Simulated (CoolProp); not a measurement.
The numbers come from the reference Helmholtz-energy equation of state, Lemmon 2006 in CoolProp. It is a short technical equation, of lower accuracy than the large ones.

Give the vapour pressure (bar), liquid density (kg/m³), enthalpy of vaporisation (kJ/kg), liquid cp (kJ/(kg K)) of saturated R141b at 303.7, 321.6 K.


```tsv
T (K)	p (bar)	liquid density (kg/m³)	enthalpy of vaporisation (kJ/kg)	liquid cp (kJ/(kg K))
303.7	0.961	1220	223	1.16
321.6	1.74	1190	215	1.19
```
